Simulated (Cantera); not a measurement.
A Cantera script and its output.

```python
import numpy as np
import cantera as ct

gas = ct.Solution("gri30.yaml")
gas.TP = 300, 74000
flame = ct.CounterflowDiffusionFlame(gas, width=0.02)
flame.fuel_inlet.X, flame.fuel_inlet.T = {'CH4': 1}, 500
flame.oxidizer_inlet.X, flame.oxidizer_inlet.T = {'O2': 0.18, 'N2': 0.82}, 698
flame.set_refine_criteria(ratio=3, slope=0.12, curve=0.24, prune=0.03)
show = ['OH', 'H', 'NO', 'CO', 'C2H2']

rows = []
print(f"{'mdot':>8s}{'a_max':>10s}{'a_mean':>10s}{'Tmax/K':>9s}" + "".join(f"{s:>11s}" for s in show) + "   (peak mole fractions)")
for i, mdot in enumerate([0.18, 0.27, 0.4, 0.59, 0.88, 1.3, 1.9, 2.8, 4.2]):  # kg/m2/s on the oxidiser side
    flame.oxidizer_inlet.mdot, flame.fuel_inlet.mdot = mdot, 0.73 * mdot
    flame.solve(loglevel=0, auto=(i == 0))
    if flame.T.max() < max(500, 698) + 100:
        print(f"{mdot:8.3g}  no burning solution found from the previous one")
        break
    dT = np.abs(np.gradient(flame.T, flame.grid))
    rows.append([flame.strain_rate("max"), flame.strain_rate("mean"), flame.T.max(),
                 *(flame.X[gas.species_index(s)].max() for s in show), max(dT[0], dT[-1]) / dT.max()])
    print(f"{mdot:8.3g}{rows[-1][0]:10.1f}{rows[-1][1]:10.1f}{rows[-1][2]:9.1f}" + "".join(f"{x:11.3e}" for x in rows[-1][3:-1]))
```

Result:

```
    mdot     a_max    a_mean   Tmax/K         OH          H         NO         CO       C2H2   (peak mole fractions)
    0.18     184.6      47.6   2063.0  7.268e-03  4.725e-03  2.381e-04  4.889e-02  1.236e-02
    0.27     267.1      71.4   2044.6  7.134e-03  4.933e-03  2.088e-04  4.825e-02  1.130e-02
     0.4     384.6     105.7   2028.6  7.013e-03  5.149e-03  1.786e-04  4.813e-02  1.047e-02
    0.59     552.7     155.9   2008.7  6.787e-03  5.294e-03  1.443e-04  4.825e-02  9.526e-03
    0.88     803.9     232.6   1980.2  6.372e-03  5.285e-03  1.052e-04  4.854e-02  8.192e-03
     1.3    1163.7     343.6   1943.7  5.767e-03  5.057e-03  6.738e-05  4.912e-02  6.562e-03
     1.9    1660.7     502.2   1885.6  4.764e-03  4.340e-03  3.173e-05  4.957e-02  4.313e-03
     2.8  no burning solution found from the previous one
```

Model: GRI-Mech 3.0 (53 species, 325 reactions), integrated in Cantera. GRI-Mech 3.0 has no aromatics or soot, which form on the fuel side of real flames. The maximum strain rate includes the flame's own expansion and is several times the mean. A flux with no burning solution from the previous one only brackets extinction.
